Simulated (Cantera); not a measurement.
Input: 1 mol AlBr₃, 1.3 mol N₂, 830 mol H₂, equilibrated at 2.10 mbar.

Method: chemical equilibrium by Gibbs-energy minimisation in Cantera with the NASA 1993 tables (ideal gas, pure condensed phases). Candidate condensed phases: Al, AlBr₃, AlN, Br₂; 19 gas species. Equilibrium is a limit: real reactors are often held back by kinetics, nucleation or transport.

Task: Which condensed phases are stable at each of these points (T (K)): 1123, 1223, 1323, 1423, 1523, 1623, 1723, 1823, 1923, 2023, 2123?

Result: 
```
T (K)  condensed phases  Al condensed (%)
-----  ----------------  ----------------
1123             AlN(s)              99.1
1223             AlN(s)              97.4
1323             AlN(s)              77.3
1423           gas only               0.0
1523           gas only               0.0
1623           gas only               0.0
1723           gas only               0.0
1823           gas only               0.0
1923           gas only               0.0
2023           gas only               0.0
2123           gas only               0.0
```

From 1123 K to 1323 K the condensed part is AlN(s). From 1423 K to 2123 K nothing is condensed.
